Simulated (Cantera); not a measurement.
What does this Cantera script print?

```python
import numpy as np
import cantera as ct

gas_names = """
    N NO NO2 NO3 N2 N2O O O2 O3 Si SiN SiO SiO2 Si2 Si2N Si3
""".split()
cond_names = """
    Si(cr) Si(L) SiO2(Lqz) SiO2(hqz) SiO2(L) Si2N2O(s) Si3N4(a)
""".split()


# ... load() reads the species with a 1 bar reference pressure and builds the phases ...
atoms = {
    'Si': {'Si': 1},
    'O2': {'O': 2},
    'N2': {'N': 2},
}
top_T = {'Si2N2O(s)': 2100, 'Si3N4(a)': 2400}  # K; cautious upper limits of use, not melting points


# ... equilibrate(T, P, feed) seeds the gas with the atoms and calls Mixture.equilibrate('TP', solver="vcs", rtol=1e-11, max_steps=5000) ...
results = []
feed = {'Si': 1, 'O2': 0.41, 'N2': 270}  # mol
P = 101325  # Pa
for T in [975, 1075, 1175, 1275, 1375, 1475, 1575, 1675, 1775, 1875, 1975, 2075]:
    mix = equilibrate(T, P, feed)
    results.append((T, P, feed, dict(zip(mix.species_names, mix.species_moles))))
    x = sorted(zip(gas.X, gas.species_names), reverse=True)
    print(f"T = {T:g} K  P = {P:g} Pa  gas = {mix.phase_moles(0):.4g} mol")
    print("   x: " + "  ".join(f"{s} {v:.3e}" for v, s in x if v > 0.001))
    print("   condensed (mol): " + ("  ".join(f"{mix.phase(i).name} {mix.phase_moles(i):.4g}"
          for i in range(1, mix.n_phases) if mix.phase_moles(i) > 1e-12) or "none"))
```

It prints:

```
T = 975 K  P = 101325 Pa  gas = 269.6 mol
   x: N2 1.000e+00
   condensed (mol): SiO2(hqz) 0.2133  Si2N2O(s) 0.3933
T = 1075 K  P = 101325 Pa  gas = 269.6 mol
   x: N2 1.000e+00
   condensed (mol): SiO2(hqz) 0.2133  Si2N2O(s) 0.3933
T = 1175 K  P = 101325 Pa  gas = 269.6 mol
   x: N2 1.000e+00
   condensed (mol): SiO2(hqz) 0.2133  Si2N2O(s) 0.3933
T = 1275 K  P = 101325 Pa  gas = 269.6 mol
   x: N2 1.000e+00
   condensed (mol): SiO2(hqz) 0.2133  Si2N2O(s) 0.3933
T = 1375 K  P = 101325 Pa  gas = 269.6 mol
   x: N2 1.000e+00
   condensed (mol): SiO2(hqz) 0.2133  Si2N2O(s) 0.3933
T = 1475 K  P = 101325 Pa  gas = 269.6 mol
   x: N2 1.000e+00
   condensed (mol): SiO2(hqz) 0.2132  Si2N2O(s) 0.3932
T = 1575 K  P = 101325 Pa  gas = 269.6 mol
   x: N2 1.000e+00
   condensed (mol): SiO2(hqz) 0.212  Si2N2O(s) 0.392
T = 1675 K  P = 101325 Pa  gas = 269.7 mol
   x: N2 9.999e-01
   condensed (mol): SiO2(hqz) 0.2004  Si2N2O(s) 0.3804
T = 1775 K  P = 101325 Pa  gas = 270 mol
   x: N2 9.989e-01  SiO 1.066e-03
   condensed (mol): SiO2(L) 0.1174  Si2N2O(s) 0.2974
T = 1875 K  P = 101325 Pa  gas = 270.5 mol
   x: N2 9.976e-01  SiO 2.366e-03
   condensed (mol): Si2N2O(s) 0.18
T = 1975 K  P = 101325 Pa  gas = 270.5 mol
   x: N2 9.976e-01  SiO 2.375e-03
   condensed (mol): Si2N2O(s) 0.1776
T = 2075 K  P = 101325 Pa  gas = 270.7 mol
   x: N2 9.969e-01  SiO 3.029e-03
   condensed (mol): Si3N4(a) 0.05217
```

Equilibrium computed with Cantera from the NASA thermochemical tables; the gas is ideal and each condensed phase is pure. N2 is the only nitrogen source here; it is nearly inert below about 1500 K, so the nitride shown seldom forms there in practice. Mutual solubility and eutectic melting of coexisting phases are not modelled. The tables' values for SiN are old estimates; treat these amounts as uncertain. The tables hold silica as quartz up to 1696 K and as liquid above; real silica turns to tridymite and cristobalite and melts near 1996 K.
